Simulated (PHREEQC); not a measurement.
A solution holds 0.0021 mol NH4Cl, 0.00039 mol NaF and 0.0025 mol NaCl per kg of water, at 20 °C. Closed to the air; pH follows from the charge balance.

Computed with PHREEQC (ion-association model, wateq4f.dat).

Each row changes one thing in this solution. No solid was allowed to form.

```json
[
 {"case": "as made", "pH": "6.15", "NaF (mol/kgw)": "5.56e-7", "HF (mol/kgw)": "3.49e-7", "HF2- (mol/kgw)": "5.01e-10", "SI of Halite (NaCl)": "-6.51"},
 {"case": "NaCl from 0.0025 to 0.025 mol/kgw", "pH": "6.17", "NaF (mol/kgw)": "4.08e-6", "HF (mol/kgw)": "3.02e-7", "HF2- (mol/kgw)": "4.31e-10", "SI of Halite (NaCl)": "-4.87"},
 {"case": "temperature from 20 to 30 °C", "pH": "6.01", "NaF (mol/kgw)": "5.54e-7", "HF (mol/kgw)": "5.76e-7", "HF2- (mol/kgw)": "8.92e-10", "SI of Halite (NaCl)": "-6.54"},
 {"case": "NaF from 0.00039 to 0.00078 mol/kgw", "pH": "6.21", "NaF (mol/kgw)": "1.26e-6", "HF (mol/kgw)": "6.06e-7", "HF2- (mol/kgw)": "1.74e-9", "SI of Halite (NaCl)": "-6.46"},
 {"case": "temperature from 20 to 25 °C", "pH": "6.08", "NaF (mol/kgw)": "5.55e-7", "HF (mol/kgw)": "4.50e-7", "HF2- (mol/kgw)": "6.72e-10", "SI of Halite (NaCl)": "-6.52"},
 {"case": "NH4Cl left out", "pH": "7.17", "NaF (mol/kgw)": "5.76e-7", "HF (mol/kgw)": "3.42e-8", "HF2- (mol/kgw)": "4.90e-11", "SI of Halite (NaCl)": "-6.76"},
 {"case": "NH4Cl from 0.0021 to 0.00105 mol/kgw", "pH": "6.30", "NaF (mol/kgw)": "5.65e-7", "HF (mol/kgw)": "2.51e-7", "HF2- (mol/kgw)": "3.60e-10", "SI of Halite (NaCl)": "-6.62"},
 {"case": "0.00015 mol/kgw HBr added", "pH": "4.00", "NaF (mol/kgw)": "4.93e-7", "HF (mol/kgw)": "4.36e-5", "HF2- (mol/kgw)": "5.55e-8", "SI of Halite (NaCl)": "-6.51"}
]
```
